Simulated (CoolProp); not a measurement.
Vapour-liquid equilibrium of dimethyl ether (1) + n-pentane (2) at 311.2 K; x and y are mole fractions of (1).

Computed with CoolProp (multi-fluid Helmholtz-energy mixture model, Wu 2011 and Thol 2019; pair parameters Bell 2016).

```
x      bubble pressure, mixture model (MPa)  bubble pressure, Raoult's law (MPa)  y, mixture model  y, Raoult's law
-----  ------------------------------------  -----------------------------------  ----------------  ---------------
0.05                                 0.1323                               0.1453             0.215            0.291
0.125                                0.1821                               0.2005        (withheld)            0.527
0.2                                  0.2459                               0.2558             0.643            0.661
0.275                            (withheld)                               0.3111             0.749            0.747
0.35                                 0.3923                               0.3664             0.816            0.808
0.425                                0.4635                               0.4217        (withheld)            0.852
0.5                                  0.5281                               0.4770             0.889            0.886
0.575                                0.5849                               0.5322             0.911            0.913
0.65                                 0.6347                               0.5875             0.927            0.935
0.725                                0.6795                               0.6428             0.941            0.954
0.8                                  0.7220                               0.6981             0.955            0.969
0.875                            (withheld)                               0.7534             0.969            0.982
0.95                                 0.8115                               0.8087             0.986            0.993
```

**Question.** Complete the blanks.

**Answer.** 
- 0.125, y, mixture model: 0.473
- 0.275, bubble pressure, mixture model (MPa): 0.3180
- 0.425, y, mixture model: 0.860
- 0.875, bubble pressure, mixture model (MPa): 0.7651

The largest gap from Raoult's law is +10.7 % in bubble pressure, at x = 0.5. No azeotrope shows between x = 0.05 and 0.95.

The pair parameters rest on a limited set of measurements; away from them the model extrapolates. The gap from Raoult's law changes sign with composition, which may be real or a fault of the pair parameters; it wasn't checked against measurements.
